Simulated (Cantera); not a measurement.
Input: 1 mol SiO2, 1.7 mol CH4, 2.1 mol N2, at 35.0 mbar.

Method: chemical equilibrium by Gibbs-energy minimisation in Cantera with the NASA 1993 tables (ideal gas, pure condensed phases). Candidate condensed phases: C, C6H6, C7H8, C8H18, H2O, Si, SiC, SiO2, Si2N2O, Si3N4; 151 gas species. Mutual solubility and eutectic melting of coexisting phases are not modelled. Rates play no part. All values below are at 1477 °C.

Base state: H2 0.498, N2 0.258, CO 0.222, SiO 0.0208, H 0.000877, HCN 0.000387, HNC 1.31e-5 (mole fractions); condensed: SiC(s) + Si2N2O(s).

Question: What changes in the equilibrium state with this change: SiO2 replaced by CuO?

Answer: 
```json
[
 {"species": "H2", "before": "0.498", "after": "0.517"},
 {"species": "N2", "before": "0.258", "after": "0.319"},
 {"species": "CO", "before": "0.222", "after": "0.152"},
 {"species": "SiO", "before": "0.0208", "after": "0"},
 {"species": "Cu", "before": "0", "after": "0.00853"},
 {"species": "Cu2", "before": "0", "after": "1.31e-5"},
 {"species": "C2H2 (acetylene)", "before": "2.92e-6", "after": "5.94e-5"},
 {"species": "HCN", "before": "0.000387", "after": "0.00194"},
 {"species": "HNC", "before": "1.31e-5", "after": "6.56e-5"},
 {"species": "SiC(s), mol", "before": "0.179", "after": "0"},
 {"species": "Si2N2O(s), mol", "before": "0.339", "after": "0"},
 {"species": "C(graphite), mol", "before": "0", "after": "0.686"},
 {"species": "Cu(l), mol", "before": "0", "after": "0.944"}
]
```
Further candidate phases: Cu, CuO, Cu(OH)2, Cu2O.

Question: What changes in the equilibrium state with this change: CH4 from 1.7 to 0.31 mol?

Answer: 
| species | before | after |
|---|---|---|
| N2 | 0.258 | 0.643 |
| H2 | 0.498 | 0.192 |
| CO | 0.222 | 0.0963 |
| SiO | 0.0208 | 0.0681 |
| HNC | 1.31e-5 | 2.09e-7 |
| HCN | 0.000387 | 6.18e-6 |
| SiC(s), mol | 0.179 | 0 |
| Si2N2O(s), mol | 0.339 | 0.0304 |
| SiO2(condensed), mol | 0 | 0.720 |
The tables hold silica as quartz up to 1696 K and as liquid above; real silica turns to tridymite and cristobalite and melts near 1996 K.
